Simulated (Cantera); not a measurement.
What does this Cantera script print?

```python
import numpy as np
import cantera as ct

gas_names = """
    C CH CH2 CH3 CH2OH CH3O CH4 CH3OH CN CO CO2 COOH C2 C2H CHCO,ketyl C2H2,acetylene C2H2,vinylidene
    CH2CO,ketene C2H3,vinyl CH3CN CH3CO,acetyl C2H4 C2H4O,ethylen CH3CHO,ethanal CH3COOH (HCOOH)2 C2H5
    C2H6 CH3OCH3 C2H5OH CCN CNC C2N2 C2O C3 C3H3,propargyl C3H4,allene C3H4,propyne C3H4,cyclo-
    C3H5,allyl C3H6,propylene C3H6,cyclo- C3H6O C3H7,n-propyl C3H7,i-propyl C3H8 C3H8O,1propanol
    C3H8O,2propanol C3O2 C4 C4H2 C4H4,1,3-cyclo- C4H6,butadiene C4H6,2-butyne C4H6,cyclo- C4H8,1-butene
    C4H8,cis2-buten C4H8,tr2-butene C4H8,isobutene C4H8,cyclo- (CH3COOH)2 C4H9,n-butyl C4H9,i-butyl
    C4H9,s-butyl C4H9,t-butyl C4H10,isobutane C4H10,n-butane C4N2 C5 C5H6,1,3cyclo- C5H8,cyclo-
    C5H10,1-pentene C5H10,cyclo- C5H11,pentyl C5H11,t-pentyl C5H12,n-pentane C5H12,i-pentane
    CH3C(CH3)2CH3 C6H2 C6H5,phenyl C6H5O,phenoxy C6H6 C6H5OH,phenol C6H10,cyclo- C6H12,1-hexene
    C6H12,cyclo- C6H13,n-hexyl C7H7,benzyl C7H8 C7H8O,cresol C7H14,1-heptene C7H15,n-heptyl
    C7H16,n-heptane C8H8,styrene C8H10,ethylbenz C8H16,1-octene C8H17,n-octyl C8H18,isooctane
    C8H18,n-octane C9H19,n-nonyl C10H8,naphthale C10H21,n-decyl C12H9,o-bipheny C12H10,bipheny Fe FeC5O5
    FeO Fe(OH)2 H HCN HCO HCCN HNC HNCO HNO HNO2 HNO3 HO2 H2 HCHO,formaldehy HCOOH H2O H2O2 N NCO NH NH2
    NH3 NH2OH NO NO2 NO3 N2 N2H2 N2H4 N2O O OH O2 O3
""".split()
cond_names = """
    C(gr) C6H6(L) C7H8(L) C8H18(L),n-octa Fe(a) Fe(c) Fe(d) Fe(L) FeC5O5(L) FeO(s) FeO(L) Fe(OH)2(s)
    Fe(OH)3(s) Fe2O3(s) Fe3O4(s) H2O(s) H2O(L)
""".split()


def load(file, names, dense=False):
    # The tables refer to 1 bar. Condensed volumes are neglected.
    table = {s.name: s for s in ct.Species.list_from_file(file)}
    out = []
    for n in names:
        d = dict(table[n].input_data)
        d["thermo"] = dict(d["thermo"], **{"reference-pressure": 1e5})
        if dense:
            d["equation-of-state"] = {"model": "constant-volume", "density": "1e6 g/cm^3"}
        out.append(ct.Species.from_dict(d))
    return out


gas = ct.Solution(thermo="ideal-gas", species=load("nasa_gas.yaml", gas_names))
cond = {s.name: ct.Solution(thermo="fixed-stoichiometry", species=[s], name=s.name)
        for s in load("nasa_condensed.yaml", cond_names, dense=True)}
atoms = {
    'Fe3O4': {'Fe': 3, 'O': 4},
    'CH4': {'C': 1, 'H': 4},
    'N2': {'N': 2},
}
top_T = {'C(gr)': 4500, 'Fe2O3(s)': 1830, 'Fe3O4(s)': 1870}  # K; cautious upper limits of use, not melting points


def equilibrate(T, P, feed):
    n = {}
    for name, mol in feed.items():
        for a, k in atoms[name].items():
            n[a] = n.get(a, 0.0) + k * mol
    gas.TPX = T, P, n
    mass = sum(n.values()) * gas.mean_molecular_weight
    gas.equilibrate("TP")
    valid = [c for c in cond.values() if c.min_temp <= T <= top_T.get(c.name, c.max_temp)]
    mix = ct.Mixture([(gas, mass / gas.mean_molecular_weight)] + [(c, 0.0) for c in valid])
    mix.T, mix.P = T, P
    mix.equilibrate("TP", solver="vcs", rtol=1e-11, max_steps=5000)
    return mix


results = []
feed = {'Fe3O4': 1, 'CH4': 5.1, 'N2': 15}  # mol
T = 848.15  # K
P = 15000  # Pa
mix = equilibrate(T, P, feed)
results.append((T, P, feed, dict(zip(mix.species_names, mix.species_moles))))
print(gas.report(threshold=0.001))
for i in range(1, mix.n_phases):
    print(f"{mix.phase(i).name:16s} {mix.phase_moles(i):12.5e} mol")
```

It prints:

```
       temperature   848.15 K
          pressure   15000 Pa
           density   0.041627 kg/m^3
  mean mol. weight   19.57 kg/kmol
   phase of matter   gas

                          1 kg             1 kmol
                     ---------------   ---------------
          enthalpy       -3.5878e+05       -7.0213e+06  J
   internal energy       -7.1912e+05       -1.4073e+07  J
           entropy             11731        2.2957e+05  J/K
    Gibbs function       -1.0308e+07       -2.0173e+08  J
 heat capacity c_p              1642             32134  J/K
 heat capacity c_v            1217.2             23820  J/K

                      mass frac. Y      mole frac. X     chem. pot. / RT
                     ---------------   ---------------   ---------------
               CH4         0.0081549         0.0099477           -41.589
                CO           0.11027          0.077043           -45.324
               CO2          0.045483          0.020226           -89.344
                H2          0.033181            0.3221           -20.142
               H2O          0.025206          0.027381           -64.161
                N2           0.77767           0.54326           -26.963
     [ +134 minor]        3.3399e-05        3.8291e-05

C(gr)             2.13976e+00 mol
Fe(a)             3.00000e+00 mol
FeC5O5(L)         0.00000e+00 mol
FeO(s)            0.00000e+00 mol
Fe(OH)2(s)        0.00000e+00 mol
Fe(OH)3(s)        0.00000e+00 mol
Fe2O3(s)          0.00000e+00 mol
Fe3O4(s)          0.00000e+00 mol
```

Equilibrium computed with Cantera from the NASA thermochemical tables; the gas is ideal and each condensed phase is pure. Condensed phases not in the tables: cementite and carbon dissolved in iron.
